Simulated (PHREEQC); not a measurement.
A PHREEQC input (ion-association model, wateq4f.dat):

```
SOLUTION 1
  temp 25
  units mmol/kgw
  pH 5.9
  pe 8.6
  Na 0.00716
  K 0.015
  Ca 0.00756
  Mg 0.00605
  Cl 0.0235
  S(6) 0.0274 as SO4
  Alkalinity 0.0199 as HCO3
  Ni 4.24e-05
  Cd 0.000258
END
USE solution 1
EQUILIBRIUM_PHASES 1
  CO2(g) -2 10
END
```

The run finishes without an error or a warning.

Its last state differs from that of the intended input:

```tsv
quantity	as run	intended
pH	5.23	4.92
ionic strength (mol/kgw)	0.000121	1.45e-5
HCO3- (mol/kgw)	2.59e-5	1.25e-5
HSO4- (mol/kgw)	1.51e-8	3.32e-10
CO3-2 (mol/kgw)	2.13e-10	4.90e-11
MgHCO3+ (mol/kgw)	1.73e-9	3.58e-11
SI of Otavite (CdCO3)	-4.21	-6.86
SI of Greenockite (CdS)	-6.78	-7.95
```

Q: One thing in the input isn't as intended. What explains the difference?

A: Several could match; the one computed here: The fault: the units line changed with the numbers kept. The line should read `units mg/kgw` where the input has `units mmol/kgw`.
